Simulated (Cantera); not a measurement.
Feed: 1 mol MgO, 1.4 mol Br2, 0.81 mol N2, at 1473 K and 1.00 bar.

Equilibrium computed with Cantera from the NASA thermochemical tables; the gas is ideal and each condensed phase is pure. Candidate condensed phases: Br2, Mg, MgBr2, MgO; 17 gas species. The numbers say what is thermodynamically allowed, not how fast it happens.

Base state: Br2 0.476, N2 0.332, Br 0.178, MgBr2 0.00931, O2 0.00461, NO 0.000103 (mole fractions); condensed: MgO(s).

Q: What changes in the equilibrium state with this change: pressure from 1.00 bar to 2.00 bar?

A: 
```json
[
 {"species": "Br2", "before": "0.476", "after": "0.516"},
 {"species": "N2", "before": "0.332", "after": "0.341"},
 {"species": "Br", "before": "0.178", "after": "0.131"},
 {"species": "MgBr2", "before": "0.00931", "after": "0.00781"},
 {"species": "O2", "before": "0.00461", "after": "0.00386"},
 {"species": "NO", "before": "0.000103", "after": "9.54e-5"},
 {"species": "MgO(s), mol", "before": "0.977", "after": "0.981"}
]
```
